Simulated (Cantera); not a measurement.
An isothermal plug-flow reactor at 650 K and 4.93 atm (inlet), inlet velocity 0.32 m/s, active area per volume 100 1/m; feed H2 : O2 : N2 = 0.0044 : 0.04 : 0.79 (molar parts).

Cantera simulation using Deutschmann's 1995 Pt surface mechanism with GRI-Mech 3.0 gas chemistry; the numbers are that mechanism's predictions, not measurements. Catalytic surfaces can have several steady states; this one follows from the mechanism file's or the stated starting coverage. Mass transfer to the wall is taken as infinitely fast.

Question: Predict: x(H2) at z = 0.0054 m; x(O2) at z = 0.0054 m; x(H2O) at z = 0.0054 m; θ(free Pt) at the exit; θ(O*) at the exit; θ(OH*) at the exit.

Answer: x(H2) at z = 0.0054 m: 0.000468
x(O2) at z = 0.0054 m: 0.0456
x(H2O) at z = 0.0054 m: 0.00482
θ(free Pt) at the exit: 0.0178
θ(O*) at the exit: 0.976
θ(OH*) at the exit: 0.00587
